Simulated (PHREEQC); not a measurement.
**Leach liquor**

Dissolve 36 mmol/kgw HCl, 0.035 mmol/kgw LiCl and 86 mmol/kgw Na2SO4 at 25 °C. Closed to the air; pH follows from the charge balance.

The numbers come from PHREEQC with the ion-association model, phreeqc.dat.

Each row changes one thing in this solution. No solid was allowed to form.

```csv
case,pH,ionic strength (mol/kgw),Na+ (mol/kgw),SO4-2 (mol/kgw),HSO4- (mol/kgw),NaSO4- (mol/kgw),SI of Halite (NaCl)
as made,1.95,0.227,0.160,0.0525,0.0217,0.0118,-4.09
LiCl from 3.5e-05 to 0.000175 mol/kgw,1.95,0.227,0.160,0.0525,0.0217,0.0118,-4.09
diluted 5-fold with water,2.42,0.0512,0.0334,(withheld),0.00276,0.00102,-5.36
HCl left out,7.21,0.227,(withheld),0.0705,1.58e-7,0.0155,-7.11
diluted 2-fold with water,2.15,0.120,0.0818,(withheld),0.00929,0.00422,-4.64
Na2SO4 from 0.086 to 0.0774 mol/kgw,(withheld),0.207,0.145,0.0466,(withheld),0.00981,-4.13
temperature from 25 to 85 °C,2.36,0.209,0.160,0.0437,0.0304,0.0119,-4.16
diluted 10-fold with water,2.64,0.0267,0.0169,0.00725,0.00102,0.000333,-5.92
LiCl from 3.5e-05 to 5.25e-05 mol/kgw,1.95,0.227,0.160,0.0525,0.0217,0.0118,-4.09
```

Some entries are withheld; supply them.


- diluted 5-fold with water, SO4-2 (mol/kgw): 0.0134
- HCl left out, Na+ (mol/kgw): 0.157
- diluted 2-fold with water, SO4-2 (mol/kgw): 0.0295
- Na2SO4 from 0.086 to 0.0774 mol/kgw, pH: 1.92
- Na2SO4 from 0.086 to 0.0774 mol/kgw, HSO4- (mol/kgw): 0.0210

Species that the database lacks are ignored. Away from 25 °C the constants follow the database's enthalpies or fits; those with neither stay at their 25 °C values.
